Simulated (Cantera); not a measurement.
Feed: 1 mol MgCO₃, 3.4 mol H₂, 5.2 mol O₂, at 1825 K and 0.00440 bar.

Equilibrium computed with Cantera from the NASA thermochemical tables; the gas is ideal and each condensed phase is pure. Candidate condensed phases: C, C₆H₆, C₇H₈, C₈H₁₈, H₂O, Mg, MgCO₃, MgO, Mg(OH)₂; 116 gas species. The numbers say what is thermodynamically allowed, not how fast it happens.

Base state: O₂ 0.440, H₂O 0.424, CO₂ 0.125, OH 0.00770, O 0.00154, CO 0.000757, H₂ 0.000654, H 0.000170 (mole fractions); condensed: MgO(s).

**Question.** What changes in the equilibrium state with this change: H₂ from 3.4 to 0.053 mol?

**Answer.** 
| species | before | after |
|---|---|---|
| O₂ | 0.440 | 0.828 |
| CO₂ | 0.125 | 0.160 |
| H₂O | 0.424 | 0.00786 |
| H₂ | 0.000654 | 8.83e-6 |
| H | 0.000170 | 1.97e-5 |
| OH | 0.00770 | 0.00123 |
| MgO(s), mol | 1.000 | 1.000 |

**Question.** What changes in the equilibrium state with this change: temperature from 1825 K to 900 K?

**Answer.** 
| species | before | after |
|---|---|---|
| O₂ | 0.440 | 0.443 |
| H₂O | 0.424 | 0.430 |
| CO₂ | 0.125 | 0.127 |
| OH | 0.00770 | 1.27e-7 |
| O | 0.00154 | <1e-9 |
| CO | 0.000757 | <1e-9 |
| H₂ | 0.000654 | <1e-9 |
| MgO(s), mol | 1.000 | 1.00 |

**Question.** What changes in the equilibrium state with this change: O₂ from 5.2 to 0.1 mol?

**Answer.** 
```
species        before     after
-----------  --------  --------
H₂           0.000654     0.520
H₂O             0.424     0.248
CO           0.000757     0.202
O₂              0.440   2.37e-7
CO₂             0.125    0.0245
Mg            3.40e-7  0.000464
O             0.00154   1.13e-6
OH            0.00770  0.000159
H            0.000170   0.00479
MgO(s), mol     1.000     0.998
```
